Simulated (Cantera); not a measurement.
Cantera run:

```python
import numpy as np
import cantera as ct

gas_names = """
    B BCL BCL2 BCL3 BN B2 CL CL2 N N2
""".split()
cond_names = """
    B(b) B(L) BN(s)
""".split()


def load(file, names, dense=False):
    # The tables refer to 1 bar. Condensed volumes are neglected.
    table = {s.name: s for s in ct.Species.list_from_file(file)}
    out = []
    for n in names:
        d = dict(table[n].input_data)
        d["thermo"] = dict(d["thermo"], **{"reference-pressure": 1e5})
        if dense:
            d["equation-of-state"] = {"model": "constant-volume", "density": "1e6 g/cm^3"}
        out.append(ct.Species.from_dict(d))
    return out


gas = ct.Solution(thermo="ideal-gas", species=load("nasa_gas.yaml", gas_names))
cond = {s.name: ct.Solution(thermo="fixed-stoichiometry", species=[s], name=s.name)
        for s in load("nasa_condensed.yaml", cond_names, dense=True)}
atoms = {
    'BN': {'B': 1, 'N': 1},
    'Cl2': {'CL': 2},
}
top_T = {'BN(s)': 3200}  # K; cautious upper limits of use, not melting points


def equilibrate(T, P, feed):
    n = {}
    for name, mol in feed.items():
        for a, k in atoms[name].items():
            n[a] = n.get(a, 0.0) + k * mol
    gas.TPX = T, P, n
    mass = sum(n.values()) * gas.mean_molecular_weight
    gas.equilibrate("TP")
    valid = [c for c in cond.values() if c.min_temp <= T <= top_T.get(c.name, c.max_temp)]
    mix = ct.Mixture([(gas, mass / gas.mean_molecular_weight)] + [(c, 0.0) for c in valid])
    mix.T, mix.P = T, P
    mix.equilibrate("TP", solver="vcs", rtol=1e-11, max_steps=5000)
    return mix


results = []
T = 1998.15  # K
P = 1333.22  # Pa
for m in [2.6, 3.8, 5.6, 8.3, 12, 18, 27]:
    feed = {'BN': 1, 'Cl2': m}  # mol
    mix = equilibrate(T, P, feed)
    results.append((T, P, feed, dict(zip(mix.species_names, mix.species_moles))))

top = {s: max(r[3][s] / sum(r[3][g] for g in gas_names) for r in results) for s in gas_names}
cols = sorted((s for s in top if top[s] > 1e-06), key=lambda s: -top[s])[:5]
seen = [c for c in cond_names if any(r[3].get(c, 0) > 1e-12 for r in results)]
print("log10 of partial pressures in bar; condensed amounts in mol")
print(f"{'n(Cl2)':>10s}" + "".join(f"{s[:9]:>10s}" for s in cols + seen))
for T, P, feed, n in results:
    ng = sum(n[g] for g in gas_names)
    print(f"{feed['Cl2']:10.4g}" + "".join(f"{np.log10(max(n[s] / ng * P / 1e5, 1e-99)):10.3f}" for s in cols)
          + "".join(f"{n.get(c, 0):10.4g}" for c in seen))
```

It prints:

```
log10 of partial pressures in bar; condensed amounts in mol
    n(Cl2)        CL      BCL3        N2       CL2      BCL2
       2.6    -2.108    -2.452    -2.743    -3.945    -4.131
       3.8    -2.007    -2.663    -2.957    -3.744    -4.443
       5.6    -1.958    -2.862    -3.156    -3.646    -4.690
       8.3    -1.931    -3.053    -3.347    -3.591    -4.908
        12    -1.915    -3.225    -3.520    -3.561    -5.096
        18    -1.905    -3.410    -3.705    -3.539    -5.291
        27    -1.898    -3.592    -3.887    -3.526    -5.480
```

Cantera equilibrium calculation (NASA polynomials, part measured and part estimated; ideal gas, pure solids and liquids). The tables' values for BCl2, BCl are old estimates; treat these amounts as uncertain.
